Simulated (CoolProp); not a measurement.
Values from CoolProp's reference Helmholtz-energy equation of state, Wu 2012.

Task: Give the vapour pressure (bar), liquid density (kg/m³), vapour density (kg/m³), enthalpy of vaporisation (kJ/kg) of saturated fluoroethane (R161) at 37.65, 54.95 °C.

Result: 
| T (°C) | p (bar) | liquid density (kg/m³) | vapour density (kg/m³) | enthalpy of vaporisation (kJ/kg) |
|---|---|---|---|---|
| 37.65 | 12.9 | 682 | 30.2 | 317 |
| 54.95 | 19.4 | 637 | 47.4 | 279 |
